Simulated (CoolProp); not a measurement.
Vapour-liquid equilibrium of carbon dioxide (1) + R134a (2) at 265.9 K; x and y are mole fractions of (1).

Model: multi-fluid Helmholtz-energy mixture model, Span 1996 and Tillner-Roth 1994; pair parameters Bell 2016, in CoolProp.

```
x     bubble pressure, mixture model (MPa)  bubble pressure, Raoult's law (MPa)  y, mixture model  y, Raoult's law
----  ------------------------------------  -----------------------------------  ----------------  ---------------
0.05                                0.3199                               0.3553             0.318            0.403
0.2                                 0.6591                               0.7511             0.701            0.762
0.35                                 1.040                                1.147             0.833            0.873
0.5                                  1.433                                1.543             0.897            0.928
0.65                                 1.829                                1.939             0.936            0.960
0.8                                  2.240                                2.334             0.965            0.981
0.95                                 2.694                                2.730             0.991            0.996
```

The largest gap from Raoult's law is -12.2 % in bubble pressure, at x = 0.2. No azeotrope shows between x = 0.05 and 0.95.

Pair parameters are fitted to limited data, so mixtures are less certain than the pure fluids.
